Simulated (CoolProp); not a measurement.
Computed with CoolProp (reference Helmholtz-energy equation of state, Gao 2022).

Q: For n-perfluorohexane, give the phase and the cp (kJ/(kg K)), speed of sound (m/s) at -50.45 °C and 0.366 MPa; 94.15 °C and 0.0188 MPa.

A: 
- -50.45 °C and 0.366 MPa: liquid; cp 0.929, speed of sound 715
- 94.15 °C and 0.0188 MPa: gas; cp 0.916, speed of sound 95.7
